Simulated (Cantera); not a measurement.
Feed: 1 mol Si₃N₄, 0.01 mol C, 0.51 mol H₂, equilibrated at 2602 °C and 0.560 bar.

Cantera equilibrium calculation (NASA polynomials, part measured and part estimated; ideal gas, pure solids and liquids). Candidate condensed phases: C, C₆H₆, C₇H₈, C₈H₁₈, Si, SiC, Si₃N₄; 105 gas species. The tables' values for SiN are old estimates; treat these amounts as uncertain. Gases not in the tables: Si₂H₆ and higher silanes. The numbers say what is thermodynamically allowed, not how fast it happens.

Base state: N₂ 0.685, H₂ 0.145, Si 0.0967, H 0.0539, SiH 0.00443, Si₂ 0.00415, SiN 0.00370, Si₂N 0.00261 (mole fractions); condensed: Si(l).

Problem. What changes in the equilibrium state with this change: 0.4 mol H₂O added?

Solution. 
```
species      before    after
----------  -------  -------
N₂            0.685    0.518
H₂            0.145    0.202
SiO               0    0.102
H            0.0539   0.0635
Si           0.0967   0.0967
CO                0  0.00239
SiC₂        4.73e-5  1.86e-7
Si(l), mol     2.64     2.15
```
Further candidate phases: H₂O, SiO₂, Si₂N₂O.

Problem. What changes in the equilibrium state with this change: C from 0.01 to 0.0046 mol?

Solution. 
```json
[
 {"species": "N₂", "before": "0.685", "after": "0.686"},
 {"species": "H₂", "before": "0.145", "after": "0.146"},
 {"species": "Si", "before": "0.0967", "after": "0.0967"},
 {"species": "Si₂C", "before": "0.00168", "after": "0.000783"},
 {"species": "HCN", "before": "0.00138", "after": "0.000645"},
 {"species": "H", "before": "0.0539", "after": "0.0540"},
 {"species": "SiC₂", "before": "4.73e-5", "after": "1.03e-5"},
 {"species": "CN", "before": "4.65e-5", "after": "2.18e-5"},
 {"species": "HNC", "before": "0.000234", "after": "0.000110"},
 {"species": "Si(l), mol", "before": "2.64", "after": "2.65"}
]
```

Problem. What changes in the equilibrium state with this change: pressure from 0.560 bar to 1 atm?

Solution. 
```tsv
species	before	after
N₂	0.685	0.727
H₂	0.145	0.162
Si	0.0967	0.0534
H	0.0539	0.0423
Si₃	0.000630	0.000348
Si₂	0.00415	0.00229
Si(l), mol	2.64	2.80
```
